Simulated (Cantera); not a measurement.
An adiabatic, constant-volume homogeneous reactor starts with CO : H2 : O2 : N2 = 1 : 0.21 : 1.03 : 3.86 (molar parts), equivalence ratio 0.59, at 1325 K and 4.90 bar.

Cantera simulation using GRI-Mech 3.0 (53 species, 325 reactions); the numbers are that mechanism's predictions, not measurements. The hydrogen kinetics of GRI-Mech 3.0 are dated; newer H2 mechanisms differ, most at raised pressure.

Q: Predict: time of steepest temperature rise; temperature at 0.300 s; equilibrium temperature; x(CO) at 0.300 s; x(H2) at 0.300 s; x(O2) at 0.300 s; x(CO2) at 0.300 s; x(NO) at 0.300 s; x(H2O2) at 0.300 s; x(O) at 0.300 s.

A: 
```json
{
 "time_of_steepest_temperature_rise": "12.3 µs",
 "temperature at 0.300 s": "2785 K",
 "equilibrium_temperature": "2785 K",
 "x(CO) at 0.300 s": "0.0260 (gas-phase equilibrium 0.0260)",
 "x(H2) at 0.300 s": "0.000793 (gas-phase equilibrium 0.000793)",
 "x(O2) at 0.300 s": "0.0751 (gas-phase equilibrium 0.0751)",
 "x(CO2) at 0.300 s": "0.153 (gas-phase equilibrium 0.153)",
 "x(NO) at 0.300 s": "0.0201 (gas-phase equilibrium 0.0201)",
 "x(H2O2) at 0.300 s": "3.33e-7 (gas-phase equilibrium 3.33e-7)",
 "x(O) at 0.300 s": "0.00459 (gas-phase equilibrium 0.00459)"
}
```
